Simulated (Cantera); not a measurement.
Ignition delay

Mixture: CH4 : CO : O2 : N2 = 1 : 0.064 : 1.27 : 4.78 (molar parts), equivalence ratio 1.6, at 2.70 bar, adiabatic and at constant volume. Ignition delay is the time to a rise of 400 K.

Computed with Cantera and GRI-Mech 3.0 (53 species, 325 reactions).

```csv
T0 (K),delay (ms)
1050,241
1125,73.4
1200,24.7
1275,8.99
1350,3.51
1425,1.46
1500,0.642
```

- apparent activation energy between 1350 and 1500 K: 190 kJ/mol
